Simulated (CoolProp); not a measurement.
Vapour-liquid equilibrium of R114 (1) + R113 (2) at 7.15 bar; x and y are mole fractions of (1).

Model: multi-fluid Helmholtz-energy mixture model, Platzer 1990 and Marx 1992; pair parameters Bell 2016, in CoolProp. This equation is an older, rougher fit; its heat capacities, sound speeds and derivatives of the liquid may be far off and weren't checked against measurements.

```tsv
x	bubble temperature (K)	y at the bubble point	dew temperature at overall composition x (K)	liquid density (mol/L)
0.05	391.5	0.113	393.7	6.997
0.15	383.9	0.306	390.1	7.104
0.25	376.9	0.463	386.2	7.201
0.35	370.6	0.588	382.0	7.288
0.45	364.9	0.689	377.5	7.365
0.55	359.8	0.771	372.6	7.433
0.65	355.1	0.838	367.2	7.493
0.75	350.9	0.894	361.2	7.545
0.85	347.0	0.941	354.3	7.590
0.95	343.4	0.982	346.2	7.629
```

No azeotrope shows between x = 0.05 and 0.95.

Pair parameters are fitted to limited data, so mixtures are less certain than the pure fluids.
